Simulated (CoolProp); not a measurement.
A single-stage vapour-compression cycle with R143a: evaporating at 285.15 K (dew point), condensing at 306.15 K (bubble point), superheat 8 K, subcooling 2 K, compressor efficiency 0.85, no pressure losses. Each further row changes one setting.

Values from CoolProp's reference Helmholtz-energy equation of state, Lemmon and Jacobsen 2000.

```csv
case,cooling COP,pressure ratio,discharge temperature (K),refrigerating effect (kJ/kg),volumetric capacity (kJ/m³)
as stated,…,1.75,318.8,154,5720
evaporating temperature 290.15 K,…,1.52,317.7,156,…
condensing temperature 301.15 K,13.4,…,…,162,6030
subcooling 7 K,10.4,1.75,318.8,162,6030
superheat 18 K,9.93,1.75,…,…,5770
compressor efficiency 0.75,8.71,1.75,320.4,154,5720
```

Fill in the missing entries.


- as stated, cooling COP: 9.88
- evaporating temperature 290.15 K, cooling COP: 13.5
- evaporating temperature 290.15 K, volumetric capacity (kJ/m³): 6710
- condensing temperature 301.15 K, pressure ratio: 1.54
- condensing temperature 301.15 K, discharge temperature (K): 312.8
- superheat 18 K, discharge temperature (K): 328.5
- superheat 18 K, refrigerating effect (kJ/kg): 165
